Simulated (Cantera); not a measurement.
Charge: 1 mol (CH3)2SiCl2, 980 mol H2, held at 3.00 mbar.

Equilibrium computed with Cantera from the NASA thermochemical tables; the gas is ideal and each condensed phase is pure. Candidate condensed phases: C, C6H6, C7H8, C8H18, Si, SiC; 109 gas species. The feed counts by its element totals alone. Rates play no part.

**Question.** At 1452 °C, list the 4 most abundant gas species with their mole fractions, and the condensed phases.

**Answer.** H2 0.994, H 0.00338, HCl 0.00202, C2H2 (acetylene) 9.16e-5. Condensed: C(graphite) + SiC(s).
